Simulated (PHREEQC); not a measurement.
A column of 1 m (30 cells, dispersivity 0.035 m, 60 s a shift, diffusion coefficient 3e-10 m²/s) holds 0.026 eq of the database's cation exchanger X per kg of pore water, first in equilibrium with 8.4 mmol/kgw NaCl, 43 mmol/kgw MgSO4 and 0.01 mmol/kgw HCl. It is flushed with 0.012 mol/kgw CaCl2 and 1e-05 mol/kgw HCl, at 25 °C. Values are for the last cell. No CO2 enters from the air. Precipitation was switched off in this run.

Base run: PHREEQC, ion-association model, phreeqc.dat. Each further column changes one thing. The table gives Na in solution (mol/kgw).

```
pore volumes      base  exchange capacity from 0.026 to 0.013 eq/kgw  dispersivity from 0.035 to 0.07 m
------------  --------  --------------------------------------------  ---------------------------------
0              0.00840                                       0.00840                            0.00840
0.35           0.00840                                       0.00840                            0.00839
0.85           0.00640                                       0.00612                            0.00565
1.183          0.00269                                       0.00227                            0.00280
1.517         0.000744                                      0.000529                            0.00117
2.017          6.66e-5                                       3.65e-5                           0.000261
2.35           1.09e-5                                       5.17e-6                            8.96e-5
2.683          1.64e-6                                       6.78e-7                                ___
3.017          2.34e-7                                           ___                            9.80e-6
3.517          1.20e-8                                       3.55e-9                            1.81e-6
3.85           1.61e-9                                      4.17e-10                            5.83e-7
4.183         2.13e-10                                      4.84e-11                            1.87e-7
4.683         1.01e-11                                           ___                            3.40e-8
5.017         1.32e-12                                      2.14e-13                            1.09e-8
```

Q: What belongs in the gaps?

A: 
- 2.683, dispersivity from 0.035 to 0.07 m: 2.99e-5
- 3.017, exchange capacity from 0.026 to 0.013 eq/kgw: 8.49e-8
- 4.683, exchange capacity from 0.026 to 0.013 eq/kgw: 1.88e-12
